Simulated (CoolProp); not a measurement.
Vapour pressure (kPa) of ethylbenzene: the reference equation beside estimates from Tc = 344.0 °C, pc = 3622 kPa, ω = 0.304. Clausius-Clapeyron is anchored at 40.35 °C with a constant enthalpy of vaporisation of 41.35 kJ/mol.

Computed with CoolProp (reference Helmholtz-energy equation of state, Zhou 2012).

| T (°C) | reference | Lee-Kesler | Clausius-Clapeyron | van der Waals | Redlich-Kwong | Soave-Redlich-Kwong | Peng-Robinson |
|---|---|---|---|---|---|---|---|
| 40.35 | 2.926 | 2.778 | 2.926 | 112.0 | 10.17 | 2.856 | 3.082 |
| 50.55 | 4.817 | 4.592 | 4.824 | 138.3 | 15.52 | 4.705 | 5.017 |
| 60.85 | 7.680 | 7.359 | 7.749 | 168.9 | 23.00 | 7.512 | 7.926 |
| 71.15 | 11.84 | 11.41 | 12.10 | 204.1 | 33.10 | 11.61 | 12.13 |
| 81.45 | 17.73 | 17.17 | 18.41 | 244.0 | 46.40 | 17.41 | 18.04 |
| 91.75 | 25.82 | 25.15 | 27.35 | 289.1 | 63.51 | 25.42 | 26.15 |
| 102.05 | 36.69 | 35.94 | 39.76 | 339.5 | 85.11 | 36.22 | 37.01 |
| 112.35 | 51.00 | 50.20 | 56.65 | 395.6 | 111.9 | 50.47 | 51.27 |
| 122.65 | 69.46 | 68.71 | 79.26 | 457.6 | 144.5 | 68.92 | 69.66 |

Absolute difference from the reference over all 9 rows, mean and median: Lee-Kesler 3.1 and 3.2 %, Clausius-Clapeyron 5.2 and 3.8 %, van der Waals 1619.7 and 1276.2 %, Redlich-Kwong 168.4 and 161.7 %, Soave-Redlich-Kwong 1.7 and 1.8 %, Peng-Robinson 2.2 and 1.7 %.
